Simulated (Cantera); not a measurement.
An isothermal, constant-pressure homogeneous reactor starts with CO : O2 : H2O : N2 = 0.0015 : 0.084 : 0.022 : 1 (molar parts), equivalence ratio 0.0089, at 898 K and 5.00 bar. Integrator tolerance rtol = 1e-08.

Model: GRI-Mech 3.0 (53 species, 325 reactions), integrated in Cantera.

Q: What does this change do: CO 0.0015 to 0.0033 parts?

A: 
```
quantity                                             before                                     after
-----------------  ----------------------------------------  ----------------------------------------
x(CO) at 4.00 s      0.00128 (gas-phase equilibrium <1e-12)    0.00272 (gas-phase equilibrium <1e-12)
x(O2) at 4.00 s       0.0758 (gas-phase equilibrium 0.0752)     0.0756 (gas-phase equilibrium 0.0743)
x(H2O) at 4.00 s      0.0199 (gas-phase equilibrium 0.0199)     0.0198 (gas-phase equilibrium 0.0199)
x(OH) at 4.00 s     1.37e-9 (gas-phase equilibrium 2.89e-9)   1.79e-9 (gas-phase equilibrium 2.88e-9)
x(H2O2) at 4.00 s  1.91e-7 (gas-phase equilibrium 8.04e-12)  4.69e-7 (gas-phase equilibrium 7.99e-12)
x(CO2) at 4.00 s    7.72e-5 (gas-phase equilibrium 0.00136)  0.000252 (gas-phase equilibrium 0.00298)
x(H) at 4.00 s      9.60e-12 (gas-phase equilibrium <1e-12)   2.66e-11 (gas-phase equilibrium <1e-12)
```

Q: What does this change do: CO 0.0015 to 0.013 parts?

A: 
```json
[
 {"quantity": "x(CO) at 4.00 s", "before": "0.00128 (gas-phase equilibrium <1e-12)", "after": "0.0102 (gas-phase equilibrium <1e-12)"},
 {"quantity": "x(O2) at 4.00 s", "before": "0.0758 (gas-phase equilibrium 0.0752)", "after": "0.0744 (gas-phase equilibrium 0.0697)"},
 {"quantity": "x(H2O) at 4.00 s", "before": "0.0199 (gas-phase equilibrium 0.0199)", "after": "0.0197 (gas-phase equilibrium 0.0198)"},
 {"quantity": "x(OH) at 4.00 s", "before": "1.37e-9 (gas-phase equilibrium 2.89e-9)", "after": "2.23e-9 (gas-phase equilibrium 2.83e-9)"},
 {"quantity": "x(H2O2) at 4.00 s", "before": "1.91e-7 (gas-phase equilibrium 8.04e-12)", "after": "1.46e-6 (gas-phase equilibrium 7.70e-12)"},
 {"quantity": "x(CO2) at 4.00 s", "before": "7.72e-5 (gas-phase equilibrium 0.00136)", "after": "0.00144 (gas-phase equilibrium 0.0117)"},
 {"quantity": "x(H) at 4.00 s", "before": "9.60e-12 (gas-phase equilibrium <1e-12)", "after": "1.25e-10 (gas-phase equilibrium <1e-12)"}
]
```
